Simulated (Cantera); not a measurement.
Feed: 1 mol Ta₂O₅, 9.1 mol CO, 9 mol H₂, equilibrated at 2423.15 K and 6.53 Torr.

Equilibrium computed with Cantera from the NASA thermochemical tables; the gas is ideal and each condensed phase is pure. Candidate condensed phases: C, C₆H₆, C₇H₈, C₈H₁₈, H₂O, Ta, TaC, Ta₂O₅; 113 gas species. Rates play no part.

Base state: CO 0.462, H₂ 0.390, H 0.119, TaO₂ 0.0175, H₂O 0.00841, CO₂ 0.00166, TaO 0.00127, OH 0.000484 (mole fractions); condensed: Ta₂O₅(l).

Q: What changes in the equilibrium state with this change: temperature from 2423.15 K to 2300 K?

A: 
| species | before | after |
|---|---|---|
| CO | 0.462 | 0.481 |
| H₂ | 0.390 | 0.439 |
| H | 0.119 | 0.0687 |
| TaO₂ | 0.0175 | 0.00623 |
| O | 9.84e-5 | 9.60e-6 |
| OH | 0.000484 | 8.97e-5 |
| CO₂ | 0.00166 | 0.000696 |
| Ta₂O₅(l), mol | 0.816 | 0.933 |
